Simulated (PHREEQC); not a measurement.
A solution holds 0.0011 mol CaSO4, 0.0016 mol NaF and 8.1e-05 mol KCl per kg of water, at 25 °C. Closed to the air; pH follows from the charge balance.

Computed with PHREEQC (ion-association model, phreeqc.dat).

No solid was allowed to form.

Q: Order these S species by the share of S that they hold, largest first: NaSO4-, CaSO4, SO4-2.

A: SO4-2 (91 %), CaSO4 (8.6 %), NaSO4- (0.53 %)

The pH is 7.24 and the ionic strength 0.00569 mol/kgw. Saturation is exceeded, for instance for Fluorite; the values hold only as long as no solid forms. Complexes and solids missing from the database can't appear.
